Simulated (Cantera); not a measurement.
A perfectly stirred reactor is fed with CO : O2 : H2O : N2 = 0.0057 : 0.037 : 0.00019 : 1 (molar parts), at 0.820 bar; it is held at 998 K, and followed from long to short residence time.

Computed with Cantera and GRI-Mech 3.0 (53 species, 325 reactions).

Task: Predict: x(CO) at τ = 2.20 s; x(O2) at τ = 2.20 s; x(H2O) at τ = 2.20 s; x(H2O2) at τ = 2.20 s; x(CO2) at τ = 2.20 s; x(CO) at τ = 14.0 ms; x(O2) at τ = 14.0 ms; x(H2O) at τ = 14.0 ms; x(CO2) at τ = 14.0 ms.

Result: 
| Property | Value |
|---|---|
| x(CO) at τ = 2.20 s | 0.00480 |
| x(O2) at τ = 2.20 s | 0.0352 |
| x(H2O) at τ = 2.20 s | 0.000181 |
| x(H2O2) at τ = 2.20 s | 4.69e-8 |
| x(CO2) at τ = 2.20 s | 0.000671 |
| x(CO) at τ = 14.0 ms | 0.00547 |
| x(O2) at τ = 14.0 ms | 0.0355 |
| x(H2O) at τ = 14.0 ms | 0.000182 |
| x(CO2) at τ = 14.0 ms | 4.30e-9 |
